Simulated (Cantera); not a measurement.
An isothermal, constant-pressure homogeneous reactor starts with 0.191 % H2, 99.8 % O2, equivalence ratio 0.00096, at 1373 K and 0.0286 atm.

Detailed kinetics in Cantera: the H2/O2 subset of GRI-Mech 3.0, which has no nitrogen chemistry. Radical loss at walls, strong at low pressure, is not modelled.

x: mole fraction; the columns are a selection and need not sum to one.

| t (s) | x H2 | x O2 | x H2O | x HO2 | x H2O2 |
|---|---|---|---|---|---|
| 1.00e-5 | 0.00191 | 0.998 | 1.46e-12 | 6.64e-10 | <1e-12 |
| 3.88e-5 | 0.00191 | 0.998 | 5.06e-11 | 2.58e-9 | <1e-12 |
| 0.000151 | 0.00191 | 0.998 | 1.12e-9 | 9.99e-9 | <1e-12 |
| 0.000584 | 0.00191 | 0.998 | 2.22e-8 | 3.87e-8 | 1.14e-11 |
| 0.00227 | 0.00191 | 0.998 | 8.94e-7 | 1.49e-7 | 1.03e-10 |
| 0.00879 | ? | 0.997 | 0.00117 | 3.60e-7 | 1.16e-8 |
| 0.0341 | ? | 0.996 | 0.00179 | 1.86e-7 | 3.51e-9 |
| 0.132 | ? | 0.997 | 0.00180 | 1.66e-7 | 3.19e-9 |
| 0.514 | ? | 0.997 | 0.00183 | 1.15e-7 | 2.27e-9 |
| 1.99 | ? | 0.998 | 0.00188 | 4.77e-8 | 8.64e-10 |
| 7.73 | ? | 0.998 | 0.00190 | 1.49e-8 | 1.59e-10 |
| 30.0 | ? | 0.998 | 0.00191 | 1.27e-8 | 3.58e-11 |

### Question
Fill in the missing entries.

### Answer

- 0.00879, x H2: 0.000476
- 0.0341, x H2: 1.45e-6
- 0.132, x H2: 1.18e-6
- 0.514, x H2: 6.33e-7
- 1.99, x H2: 1.55e-7
- 7.73, x H2: 2.09e-8
- 30.0, x H2: 4.05e-9
